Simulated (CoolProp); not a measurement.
Vapour-liquid equilibrium of CHF3 (R23) (1) + ethane (2) at 262 K; x and y are mole fractions of (1).

Model: multi-fluid Helmholtz-energy mixture model, Penoncello 2003 and Bücker 2006; pair parameters Bell 2016, in CoolProp.

### Question
Give the bubble pressure and the first vapour's composition at x = 0.2, 0.65, 0.8. Is there an azeotrope?

### Answer
x = 0.2: 2453 kPa, y = 0.317; x = 0.65: 2665 kPa, y = 0.585; x = 0.8: 2491 kPa, y = 0.685. y crosses x between x = 0.5 and 0.575: the model has an azeotrope there.

Pair parameters are fitted to limited data, so mixtures are less certain than the pure fluids.
